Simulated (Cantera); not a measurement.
A closed system holds: 1 mol Fe₃O₄, 2600 mol H₂, 3.5 mol H₂O, equilibrated at 260 Pa.

These are equilibrium values from Cantera (NASA tables, ideal gas, pure condensed phases), not measurements of a reactor. Candidate condensed phases: Fe, FeO, Fe(OH)₂, Fe(OH)₃, Fe₂O₃, Fe₃O₄, H₂O; 12 gas species. Kinetics and transport are ignored.

x: gas mole fraction; n: condensed amount in mol.

```tsv
T (K)	x H₂	x H	x H₂O	x Fe	x OH	n Fe(α)	n Fe(γ)
948	0.997	1.03e-8	0.00288	<1e-12	<1e-12	3.00	0
1048	0.997	1.51e-7	0.00288	[?]	1.38e-12	3.00	0
1148	0.997	1.40e-6	0.00288	[?]	2.42e-11	3.00	0
1248	0.997	9.15e-6	0.00288	[?]	2.70e-10	0	3.00
1348	0.997	4.53e-5	0.00288	[?]	2.11e-9	0	3.00
1448	0.997	0.000180	0.00288	[?]	1.24e-8	0	2.95
1548	0.996	0.000603	0.00288	[?]	5.82e-8	0	2.60
1648	0.994	0.00174	0.00288	[?]	2.26e-7	0	0.383
1748	0.992	0.00446	0.00287	0.00115	7.54e-7	0	0
1848	0.986	0.0103	0.00286	0.00114	2.20e-6	0	0
1948	0.974	0.0219	0.00284	0.00114	5.77e-6	0	0
2048	0.953	0.0429	0.00280	0.00113	1.37e-5	0	0
2148	0.918	0.0783	0.00273	0.00111	3.00e-5	0	0
2248	0.862	0.134	0.00262	0.00107	6.08e-5	0	0
```

**Question.** Some entries are withheld; supply them.

**Answer.** 
- 1048, x Fe: 5.39e-11
- 1148, x Fe: 3.07e-9
- 1248, x Fe: 8.96e-8
- 1348, x Fe: 1.57e-6
- 1448, x Fe: 1.83e-5
- 1548, x Fe: 0.000155
- 1648, x Fe: 0.00100
